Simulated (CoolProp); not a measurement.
CH2F2 (R32) at 401.77 K and 0.364 MPa is throttled through a valve to 0.168 MPa with no heat exchange. Each further row changes one setting.

Model: reference Helmholtz-energy equation of state, Tillner-Roth 1997, in CoolProp.

```
case                        temperature change (K)  final density (kg/m³)
--------------------------  ----------------------  ---------------------
as stated                                     -1.9                   2.65
outlet pressure 0.0504 MPa                    -3.1                  0.793
outlet pressure 0.218 MPa                     -1.4                   3.44
```
